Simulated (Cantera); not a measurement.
Input (Python, Cantera) and output of one run.

```python
import numpy as np
import cantera as ct

gas_names = [...]  # 123 gases of nasa_gas.yaml made of C, H, O, S
cond_names = """
    C(gr) C6H6(L) C7H8(L) C8H18(L),n-octa H2O(s) H2O(L) H2SO4(L) S(cr1) S(cr2) S(L)
""".split()


# ... load() reads the species with a 1 bar reference pressure and builds the phases ...
atoms = {
    'CO2': {'C': 1, 'O': 2},
    'H2O': {'H': 2, 'O': 1},
    'SO2': {'S': 1, 'O': 2},
}
top_T = {'C(gr)': 4500}  # K; cautious upper limits of use, not melting points


# ... equilibrate(T, P, feed) seeds the gas with the atoms and calls Mixture.equilibrate('TP', solver="vcs", rtol=1e-11, max_steps=5000) ...
results = []
feed = {'CO2': 1, 'H2O': 0.12, 'SO2': 0.0099}  # mol
P = 133.322  # Pa
for T in [1473, 1623, 1773, 1923, 2073, 2223, 2373, 2523, 2673, 2823, 2973]:
    mix = equilibrate(T, P, feed)
    results.append((T, P, feed, dict(zip(mix.species_names, mix.species_moles))))

top = {s: max(r[3][s] / sum(r[3][g] for g in gas_names) for r in results) for s in gas_names}
cols = sorted((s for s in top if top[s] > 1e-05), key=lambda s: -top[s])[:7]
seen = [c for c in cond_names if any(r[3].get(c, 0) > 1e-12 for r in results)]
print("log10 of partial pressures in bar; condensed amounts in mol")
print(f"{'T/K':>10s}" + "".join(f"{s[:9]:>10s}" for s in cols + seen))
for T, P, feed, n in results:
    ng = sum(n[g] for g in gas_names)
    print(f"{T:10.4g}" + "".join(f"{np.log10(max(n[s] / ng * P / 1e5, 1e-99)):10.3f}" for s in cols)
          + "".join(f"{n.get(c, 0):10.4g}" for c in seen))
```

Result:

```
log10 of partial pressures in bar; condensed amounts in mol
       T/K       CO2        CO         O        O2       H2O         H        OH
      1473    -2.930    -5.516    -8.457    -5.805    -3.850    -8.313    -6.917
      1623    -2.935    -4.906    -7.321    -5.200    -3.854    -7.318    -6.234
      1773    -2.950    -4.406    -6.381    -4.707    -3.864    -6.491    -5.673
      1923    -2.987    -4.001    -5.596    -4.310    -3.890    -5.795    -5.212
      2073    -3.063    -3.683    -4.942    -4.005    -3.947    -5.207    -4.845
      2223    -3.200    -3.453    -4.404    -3.797    -4.065    -4.717    -4.575
      2373    -3.418    -3.310    -3.974    -3.698    -4.292    -4.330    -4.422
      2523    -3.723    -3.245    -3.650    -3.720    -4.705    -4.067    -4.422
      2673    -4.103    -3.230    -3.427    -3.870    -5.345    -3.938    -4.591
      2823    -4.532    -3.237    -3.298    -4.144    -6.133    -3.894    -4.885
      2973    -4.974    -3.245    -3.238    -4.502    -6.950    -3.882    -5.232
```

These are equilibrium values from Cantera (NASA tables, ideal gas, pure condensed phases), not measurements of a reactor.
